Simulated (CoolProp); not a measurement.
Saturation properties of the fluoroketone C6F12O (FK-5-1-12).

The numbers come from the reference Helmholtz-energy equation of state, McLinden 2015 in CoolProp.

```tsv
T (K)	p (kPa)	vapour density (kg/m³)	enthalpy of vaporisation (kJ/kg)
322.2	101.3	12.78	87.95
326.6	[?]	14.76	86.62
331	136.2	16.99	85.27
335.3	156.3	[?]	83.92
339.7	179.1	22.18	82.50
344.1	204.4	25.25	81.06
348.5	232.4	28.67	79.57
352.8	262.5	32.37	[?]
357.2	296.3	[?]	76.52
361.6	333.4	41.19	74.90
365.9	372.8	46.20	73.27
370.3	416.8	[?]	[?]
374.7	464.6	58.12	[?]
379	515.2	64.89	67.91
383.4	[?]	72.57	65.97
```

**Question.** What belongs in the gaps?

**Answer.** 
- 326.6, p (kPa): 117.7
- 335.3, vapour density (kg/m³): 19.41
- 352.8, enthalpy of vaporisation (kJ/kg): 78.08
- 357.2, vapour density (kg/m³): 36.55
- 370.3, vapour density (kg/m³): 51.86
- 370.3, enthalpy of vaporisation (kJ/kg): 71.54
- 374.7, enthalpy of vaporisation (kJ/kg): 69.74
- 383.4, p (kPa): 571.2

It boils at 322.2 K under 1 atm.
